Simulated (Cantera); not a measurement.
Cantera run, input and output.

```python
import numpy as np
import cantera as ct

gas = ct.Solution("h2o2.yaml")
gas.TPX = 1098, 2666, {'H2': 0.47, 'O2': 1}
inlet = ct.Reservoir(gas, clone=True)

reactor = ct.IdealGasConstPressureReactor(gas, energy="off", clone=False)
exhaust = ct.Reservoir(gas, clone=True)
tau = [29, 5.2, 0.91, 0.16, 0.028, 0.005, 0.00087][0]
for a, b in ((inlet, reactor), (reactor, exhaust)):
    ct.MassFlowController(a, b, mdot=lambda t: reactor.mass / tau)
net = ct.ReactorNet([reactor])
show = ['H2', 'O2', 'O', 'H', 'HO2', 'OH']

rows = []
print(f"{'tau/s':>10s}{'T/K':>9s}" + "".join(f"{s:>11s}" for s in show))
for tau in [29, 5.2, 0.91, 0.16, 0.028, 0.005, 0.00087]:
    net.initial_time = 0.0
    net.advance(30 * tau)
    before = gas.X
    net.advance(40 * tau)
    drift = np.max(np.abs(gas.X - before) / (gas.X + 1e-9))
    rows.append([gas.T, *gas[show].X, drift])
    print(f"{tau:10.3e}{gas.T:9.1f}" + "".join(f"{x:11.3e}" for x in gas[show].X))
```

It prints:

```
     tau/s      T/K         H2         O2          O          H        HO2         OH
 2.900e+01   1098.0  1.020e-04  6.193e-01  7.659e-05  5.231e-06  2.612e-06  3.278e-04
 5.200e+00   1098.0  3.159e-04  6.190e-01  2.447e-04  2.943e-05  6.475e-06  5.804e-04
 9.100e-01   1098.0  9.715e-04  6.185e-01  7.838e-04  1.687e-04  1.352e-05  1.047e-03
 1.600e-01   1098.0  2.862e-03  6.170e-01  2.427e-03  9.539e-04  2.243e-05  1.927e-03
 2.800e-02   1098.0  8.067e-03  6.126e-01  7.152e-03  5.289e-03  2.989e-05  3.624e-03
 5.000e-03   1098.0  2.148e-02  6.000e-01  1.891e-02  2.595e-02  3.207e-05  6.562e-03
 8.700e-04   1098.0  5.477e-02  5.793e-01  3.589e-02  8.116e-02  2.663e-05  9.922e-03
```

Cantera simulation using the H2/O2 subset of GRI-Mech 3.0, which has no nitrogen chemistry; the numbers are that mechanism's predictions, not measurements. Radical loss at walls, strong at low pressure, is not modelled. The temperature is held fixed by assumption; the heat of reaction is taken as removed at once.
